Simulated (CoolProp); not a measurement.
A single-stage vapour-compression cycle with the fluid: evaporating at 263.15 K (dew point), condensing at 286.15 K (bubble point), superheat 0 K, subcooling 0 K, compressor efficiency 0.65, no pressure losses. The same conditions are run with several fluids, on thermodynamics alone (safety and materials aside).

The numbers come from the reference Helmholtz-energy equation of state of each fluid (c-C4F8 (RC318): Platzer 1990; R227EA: Lemmon 2016; R245fa: Akasaka 2015; chloromethane (R40): Thol 2014; R13: Platzer 1990; hydrogen chloride: Thol 2018) in CoolProp. The equations of Platzer and Polt are older, rougher fits.

```json
[
 {"fluid": "c-C4F8 (RC318)", "cooling COP": "6.50", "pressure ratio": "2.44", "discharge temperature (K)": "286.1", "refrigerating effect (kJ/kg)": "93.9", "volumetric capacity (kJ/m³)": "(withheld)"},
 {"fluid": "R227EA", "cooling COP": "6.51", "pressure ratio": "2.34", "discharge temperature (K)": "287.4", "refrigerating effect (kJ/kg)": "103", "volumetric capacity (kJ/m³)": "(withheld)"},
 {"fluid": "R245fa", "cooling COP": "6.85", "pressure ratio": "2.82", "discharge temperature (K)": "296.6", "refrigerating effect (kJ/kg)": "181", "volumetric capacity (kJ/m³)": "(withheld)"},
 {"fluid": "chloromethane (R40)", "cooling COP": "6.83", "pressure ratio": "2.23", "discharge temperature (K)": "332.1", "refrigerating effect (kJ/kg)": "377", "volumetric capacity (kJ/m³)": "1640"},
 {"fluid": "R13", "cooling COP": "(withheld)", "pressure ratio": "1.79", "discharge temperature (K)": "297.9", "refrigerating effect (kJ/kg)": "(withheld)", "volumetric capacity (kJ/m³)": "7060"},
 {"fluid": "hydrogen chloride", "cooling COP": "6.11", "pressure ratio": "1.81", "discharge temperature (K)": "322.9", "refrigerating effect (kJ/kg)": "287", "volumetric capacity (kJ/m³)": "(withheld)"}
]
```

Question: Complete the blanks.

Answer: 
- c-C4F8 (RC318), volumetric capacity (kJ/m³): 763
- R227EA, volumetric capacity (kJ/m³): 1130
- R245fa, volumetric capacity (kJ/m³): 373
- R13, cooling COP: 5.24
- R13, refrigerating effect (kJ/kg): 71.5
- hydrogen chloride, volumetric capacity (kJ/m³): 12000

The compression ends wet for: c-C4F8 (RC318).
